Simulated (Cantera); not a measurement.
What does this Cantera script print?

```python
import numpy as np
import cantera as ct

gas = ct.Solution("gri30.yaml")
gas.TPX = 800, 1100000, {'CO': 1, 'H2': 0.16, 'O2': 1.14, 'N2': 3.75, 'H2O': 0.0084}
inlet = ct.Reservoir(gas, clone=True)
gas.equilibrate("HP")  # start burning
reactor = ct.IdealGasConstPressureReactor(gas, energy="on", clone=False)
exhaust = ct.Reservoir(gas, clone=True)
tau = [0.32, 0.12, 0.042, 0.015, 0.0054, 0.0019, 0.0007, 0.00025, 9.1e-05, 3.3e-05][0]
for a, b in ((inlet, reactor), (reactor, exhaust)):
    ct.MassFlowController(a, b, mdot=lambda t: reactor.mass / tau)
net = ct.ReactorNet([reactor])
show = ['CO', 'H2', 'O2', 'OH', 'N2O', 'H2O2']

rows = []
print(f"{'tau/s':>10s}{'T/K':>9s}" + "".join(f"{s:>11s}" for s in show))
for tau in [0.32, 0.12, 0.042, 0.015, 0.0054, 0.0019, 0.0007, 0.00025, 9.1e-05, 3.3e-05]:
    net.initial_time = 0.0
    net.advance(30 * tau)
    before = gas.X
    net.advance(40 * tau)
    drift = np.max(np.abs(gas.X - before) / (gas.X + 1e-9))
    rows.append([gas.T, *gas[show].X, drift])
    print(f"{tau:10.3e}{gas.T:9.1f}" + "".join(f"{x:11.3e}" for x in gas[show].X))
```

Result:

```
     tau/s      T/K         CO         H2         O2         OH        N2O       H2O2
 3.200e-01   2255.9  1.555e-03  4.684e-05  9.820e-02  1.549e-03  1.555e-06  1.228e-07
 1.200e-01   2257.9  1.607e-03  4.799e-05  9.878e-02  1.571e-03  1.568e-06  1.241e-07
 4.200e-02   2261.1  1.741e-03  5.087e-05  9.985e-02  1.620e-03  1.612e-06  1.268e-07
 1.500e-02   2263.2  2.050e-03  5.734e-05  1.010e-01  1.708e-03  1.733e-06  1.310e-07
 5.400e-03   2260.0  2.771e-03  7.237e-05  1.020e-01  1.874e-03  2.028e-06  1.387e-07
 1.900e-03   2247.1  4.451e-03  1.080e-04  1.029e-01  2.202e-03  2.688e-06  1.583e-07
 7.000e-04   2219.9  7.713e-03  1.777e-04  1.041e-01  2.705e-03  3.687e-06  2.022e-07
 2.500e-04   2168.1  1.386e-02  3.059e-04  1.063e-01  3.333e-03  4.595e-06  2.915e-07
 9.100e-05   2081.4  2.429e-02  5.049e-04  1.103e-01  3.826e-03  4.751e-06  4.533e-07
 3.300e-05   1929.1  4.357e-02  8.004e-04  1.183e-01  3.695e-03  4.223e-06  8.089e-07
```

Model: GRI-Mech 3.0 (53 species, 325 reactions), integrated in Cantera. The hydrogen kinetics of GRI-Mech 3.0 are dated; newer H2 mechanisms differ, most at raised pressure.
